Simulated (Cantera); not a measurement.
**Thermal oxidation and active oxidation of silicon: Si + N₂O + N₂**

Charge: 1 mol Si, 0.022 mol N₂O, 8.5 mol N₂, equilibrated at 1252 °C and 0.290 Pa.

Cantera equilibrium calculation (NASA polynomials, part measured and part estimated; ideal gas, pure solids and liquids). Candidate condensed phases: Si, SiO₂, Si₂N₂O, Si₃N₄; 16 gas species. The tables' values for SiN are old estimates; treat these amounts as uncertain. Kinetics and transport are ignored.

```json
{
  "x(N₂)": "0.991",
  "x(Si)": "0.00651",
  "x(SiO)": "0.00256",
  "x(Si₂N)": "1.97e-5",
  "x(SiN)": "1.28e-5",
  "x(Si₂)": "9.92e-6",
  "x(Si₃)": "1.89e-6",
  "n(Si(s))": "0.921 mol",
  "gas_amount": "8.600 mol"
}
```
